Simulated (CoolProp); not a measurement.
Model: reference Helmholtz-energy equation of state, Thol 2015, in CoolProp.

Task: Give the vapour pressure (kPa), liquid density (kg/m³), vapour density (kg/m³), enthalpy of vaporisation (kJ/kg) of saturated octamethylcyclotetrasiloxane (D4) at 392.9 K.

Result: 
```tsv
T (K)	p (kPa)	liquid density (kg/m³)	vapour density (kg/m³)	enthalpy of vaporisation (kJ/kg)
392.9	18.7	839	1.73	152
```
